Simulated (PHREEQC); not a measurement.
# Polishing slurry liquid

Make-up at 25 °C: 0.0011 mol HNO3, 0.0038 mol KNO3 and 0.0048 mol H3BO3 per kg of water. Closed to the air; pH follows from the charge balance.

Equilibrium calculation in PHREEQC: ion-association model, phreeqc.dat.

This is a speciation only: nothing precipitates in the calculation.

### Question
Predict the pH, specific conductance.

### Answer
pH 2.99; specific conductance 963 µS/cm.
